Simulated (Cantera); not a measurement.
Charge: 1 mol SiHCl3, 0.044 mol CH4, 6.3 mol H2, held at 1523 K and 13.3 mbar.

These are equilibrium values from Cantera (NASA tables, ideal gas, pure condensed phases), not measurements of a reactor. Candidate condensed phases: C, C6H6, C7H8, C8H18, Si, SiC; 109 gas species. Mutual solubility and eutectic melting of coexisting phases are not modelled. The tables' values for SiCl3, SiCl are old estimates; treat these amounts as uncertain. Equilibrium is a limit: real reactors are often held back by kinetics, nucleation or transport.

Base state: H2 0.749, HCl 0.149, SiCl2 0.0970, SiCl3 0.00415, SiCl4 0.000532, SiHCl3 0.000300, H 0.000173, Cl 2.77e-5 (mole fractions); condensed: Si(s) + SiC(s).

Q: What changes in the equilibrium state with this change: temperature from 1523 K to 1848 K?

A: 
| species | before | after |
|---|---|---|
| H2 | 0.749 | 0.738 |
| HCl | 0.149 | 0.158 |
| SiCl2 | 0.0970 | 0.0975 |
| H | 0.000173 | 0.00395 |
| Si | 1.35e-6 | 0.000471 |
| SiH | 3.95e-7 | 4.65e-5 |
| Si(s), mol | 0.103 | 0 |
| SiC(s), mol | 0.0440 | 0.0439 |
| Si(l), mol | 0 | 0.118 |
Gases not in the tables: Si2H6 and higher silanes.
